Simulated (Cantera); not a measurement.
Input: 1 mol SiH2Cl2, 0.31 mol O2, 5.5 mol N2, held at 998 K and 240 Pa.

Method: chemical equilibrium by Gibbs-energy minimisation in Cantera with the NASA 1993 tables (ideal gas, pure condensed phases). Candidate condensed phases: H2O, NH4Cl, Si, SiO2, Si2N2O, Si3N4; 47 gas species. N2 is the only nitrogen source here; it is nearly inert below about 1500 K, so the nitride shown seldom forms there in practice. The numbers say what is thermodynamically allowed, not how fast it happens.

Base state: N2 0.719, HCl 0.270, H2 0.00704, SiCl4 0.00352 (mole fractions); condensed: SiO2(β-quartz) + Si2N2O(s).

Q: What changes in the equilibrium state with this change: N2 from 5.5 to 86 mol?

A: 
```tsv
species	before	after
N2	0.719	0.977
HCl	0.270	0.0224
H2	0.00704	0.000237
SiCl4	0.00352	0.000118
SiO2(β-quartz), mol	0.0883	0.0835
Si2N2O(s), mol	0.443	0.453
```
